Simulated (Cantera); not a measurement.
A closed system holds: 1 mol B2O3, 0.51 mol BCl3, 4.4 mol H2.

Method: chemical equilibrium by Gibbs-energy minimisation in Cantera with the NASA 1993 tables (ideal gas, pure condensed phases). Candidate condensed phases: B, B2O3, B3O3H3, H2O; 33 gas species. Mutual solubility and eutectic melting of coexisting phases are not modelled. The tables' values for BCl2 are old estimates. Equilibrium is a limit: real reactors are often held back by kinetics, nucleation or transport.

Stable condensed phases, one row left out:

```
T in °C \ P in Pa
              1    4.2     18     75    320   1300   5600  24000 100000
   1625       A      A      A      A      A      A      A      B      C
   1525       A      A      A      A      A      A      B      C      C
   1425       A      A      A      A      A      B      C      C      C
   1325       A      A      A      A      B      C      C      C      C
   1225       A      A      A      B      C      C      C      C      C
   1125       A      B      C      C      C      C      C      C      C
   1025       B      C      C      C      C      C      C      C      C
    825       C      C      C      C      C      C      C      C      C
```

A: gas only; B: B2O3; C: B + B2O3.

### Question
Give the row for 925 °C.

### Answer
1: B + B2O3; 4.2: B + B2O3; 18: B + B2O3; 75: B + B2O3; 320: B + B2O3; 1300: B + B2O3; 5600: B + B2O3; 24000: B + B2O3; 100000: B + B2O3.
